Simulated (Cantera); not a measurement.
Input: 1 mol TiO2, 5.2 mol C, 0.025 mol CO, at 230000 Pa.

Points: T (K) = 1498, 1598, 1698, 1798, 1898, 1998, 2098, 2198, 2298, 2398, 2498.

Cantera's Mixture.equilibrate('TP', solver="vcs", rtol=1e-11, max_steps=5000) on the NASA tables stopped like this:

```
*******************************************************************************
CanteraError thrown by VCS_SOLVE::solve_tp_inner:
vcs_solve_TP: ERROR on step change wt[21:Ti2O3(b)]: -2.7755575615628914e-17 < 0.0
*******************************************************************************
```

Q: What got this run through?

A: This is not unique; one that fits is The failure is numerical, not chemical. The same input converged with solver="gibbs", rtol=1e-10, max_steps=50000, and the result passed a check of the equilibrium conditions:
```
log10 of partial pressures in bar; condensed amounts in mol
       T/K        CO       CO2     C(gr)    TiC(s)  Ti3O5(b)
      1498     0.361    -2.448     4.867         0    0.3333
      1598     0.361    -2.807     4.867         0    0.3333
      1698     0.362    -3.121     2.201         1         0
      1798     0.362    -3.399       2.2         1         0
      1898     0.362    -3.645       2.2         1         0
      1998     0.362    -3.865       2.2         1         0
      2098     0.362    -4.062       2.2         1         0
      2198     0.362    -4.240       2.2         1         0
      2298     0.362    -4.401       2.2         1         0
      2398     0.362    -4.547       2.2         1         0
      2498     0.362    -4.681       2.2         1         0
```

The gas is ideal and each condensed phase is pure. TiC: taken at fixed stoichiometry.
